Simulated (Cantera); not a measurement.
Input (Python, Cantera):

```python
import numpy as np
import cantera as ct

gas = ct.Solution("gri30.yaml")
gas.TPX = 575, 170000, {'CH4': 1, 'CO': 0.04, 'O2': 2.24, 'N2': 8.44}
inlet = ct.Reservoir(gas, clone=True)
gas.equilibrate("HP")  # start burning
reactor = ct.IdealGasConstPressureReactor(gas, energy="on", clone=False)
exhaust = ct.Reservoir(gas, clone=True)
tau = [0.41, 0.14, 0.045, 0.015, 0.0049, 0.0016, 0.00053, 0.00017, 5.8e-05][0]
for a, b in ((inlet, reactor), (reactor, exhaust)):
    ct.MassFlowController(a, b, mdot=lambda t: reactor.mass / tau)
net = ct.ReactorNet([reactor])
show = ['CH4', 'CO', 'O2', 'NO', 'H2', 'HO2', 'O']

rows = []
print(f"{'tau/s':>10s}{'T/K':>9s}" + "".join(f"{s:>11s}" for s in show))
for tau in [0.41, 0.14, 0.045, 0.015, 0.0049, 0.0016, 0.00053, 0.00017, 5.8e-05]:
    net.initial_time = 0.0
    net.advance(30 * tau)
    before = gas.X
    net.advance(40 * tau)
    drift = np.max(np.abs(gas.X - before) / (gas.X + 1e-9))
    rows.append([gas.T, *gas[show].X, drift])
    print(f"{tau:10.3e}{gas.T:9.1f}" + "".join(f"{x:11.3e}" for x in gas[show].X))
```

Result:

```
     tau/s      T/K        CH4         CO         O2         NO         H2        HO2          O
 4.100e-01   2302.2  3.779e-07  5.550e-03  1.918e-02  3.866e-03  1.976e-03  2.010e-06  5.467e-04
 1.400e-01   2302.1  1.075e-06  5.685e-03  1.964e-02  3.070e-03  2.021e-03  2.068e-06  5.707e-04
 4.500e-02   2299.3  3.136e-06  6.093e-03  2.041e-02  1.935e-03  2.162e-03  2.183e-06  6.293e-04
 1.500e-02   2288.1  8.314e-06  7.140e-03  2.142e-02  1.043e-03  2.538e-03  2.400e-06  7.633e-04
 4.900e-03   2259.1  2.038e-05  9.493e-03  2.300e-02  5.386e-04  3.424e-03  2.947e-06  1.086e-03
 1.600e-03   2205.5  4.656e-05  1.347e-02  2.548e-02  2.844e-04  5.033e-03  4.335e-06  1.747e-03
 5.300e-04   2128.8  1.068e-04  1.864e-02  2.887e-02  1.532e-04  7.256e-03  7.288e-06  2.795e-03
 1.700e-04   2029.3  2.779e-04  2.511e-02  3.356e-02  8.068e-05  9.821e-03  1.310e-05  4.065e-03
 5.800e-05   1914.7  8.643e-04  3.432e-02  4.113e-02  3.904e-05  1.210e-02  2.529e-05  4.529e-03
```

Computed with Cantera and GRI-Mech 3.0 (53 species, 325 reactions).
